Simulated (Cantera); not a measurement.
Charge: 1 mol HBr, 0.63 mol O2, 3.1 mol H2, at 2948.15 K and 5.00 mbar.

These are equilibrium values from Cantera (NASA tables, ideal gas, pure condensed phases), not measurements of a reactor. Candidate condensed phases: Br2, H2O; 12 gas species. Equilibrium is a limit: real reactors are often held back by kinetics, nucleation or transport.

Base state: H 0.619, Br 0.121, H2 0.106, O 0.101, OH 0.0282, H2O 0.0152, O2 0.00576, HBr 0.00337 (mole fractions); condensed: gas only.

Problem. What changes in the equilibrium state with this change: pressure from 5.00 mbar to 13.3 mbar?

Solution. 
```tsv
species	before	after
H	0.619	0.501
H2	0.106	0.186
Br	0.121	0.134
H2O	0.0152	0.0497
OH	0.0282	0.0428
O	0.101	0.0712
HBr	0.00337	0.00806
O2	0.00576	0.00758
```

Problem. What changes in the equilibrium state with this change: HBr replaced by PH3?

Solution. 
| species | before | after |
|---|---|---|
| H | 0.619 | 0.710 |
| H2 | 0.106 | 0.140 |
| PO | 0 | 0.0923 |
| Br | 0.121 | 0 |
| P | 0 | 0.0140 |
| O | 0.101 | 0.0263 |
| OH | 0.0282 | 0.00839 |
| H2O | 0.0152 | 0.00519 |
| HBr | 0.00337 | 0 |
| PO2 | 0 | 0.00267 |
| P2 | 0 | 0.000358 |
| PH | 0 | 0.000103 |
| O2 | 0.00576 | 0.000387 |
Gases not in the tables: HPO2, HPO3 and P4O6. Further candidate phases: P, P4O10.
